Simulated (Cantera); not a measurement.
Feed: 1 mol borazine, 0.43 mol H2O, 1.3 mol N2, equilibrated at 0.00260 bar.

Method: chemical equilibrium by Gibbs-energy minimisation in Cantera with the NASA 1993 tables (ideal gas, pure condensed phases). Candidate condensed phases: B, BN, B2O3, B3O3H3, H2O; 39 gas species. The feed counts by its element totals alone. Mutual solubility and eutectic melting of coexisting phases are not modelled. The numbers say what is thermodynamically allowed, not how fast it happens.

Task: What share of the B ends up in condensed phases as a function of T (K), at 1298, 1373, 1448, 1523, 1598, 1673, 1748, 1823, 1898, 1973, 2048, 2123, 2198?

Result: 
```csv
T (K),B condensed (%),as
1298,99.7,BN(s) + B2O3(l)
1373,99.2,BN(s) + B2O3(l)
1448,97.4,BN(s) + B2O3(l)
1523,91.1,BN(s) + B2O3(l)
1598,89.4,BN(s)
1673,88.1,BN(s)
1748,86.9,BN(s)
1823,86.2,BN(s)
1898,85.8,BN(s)
1973,85.7,BN(s)
2048,85.6,BN(s)
2123,85.4,BN(s)
2198,85.1,B(s)
```
